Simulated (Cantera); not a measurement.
Charge: 1 mol SiCl4, 55 mol H2, held at 1175 K and 0.420 bar.

Equilibrium computed with Cantera from the NASA thermochemical tables; the gas is ideal and each condensed phase is pure. Candidate condensed phases: Si; 19 gas species. The tables' values for SiCl3 are old estimates; treat these amounts as uncertain. The numbers say what is thermodynamically allowed, not how fast it happens.

Base state: H2 0.961, HCl 0.0254, SiCl4 0.00577, SiHCl3 0.00514, SiCl2 0.00153, SiCl3 0.000951, SiH2Cl2 0.000588, SiH3Cl 1.83e-5 (mole fractions); condensed: Si(s).

**Question.** What changes in the equilibrium state with this change: temperature from 1175 K to 1150 K?

**Answer.** 
```tsv
species	before	after
H2	0.961	0.963
HCl	0.0254	0.0224
SiCl4	0.00577	0.00645
SiCl2	0.00153	0.00114
SiCl3	0.000951	0.000822
SiHCl3	0.00514	0.00564
SiH2Cl2	0.000588	0.000618
Si(s), mol	0.211	0.174
```
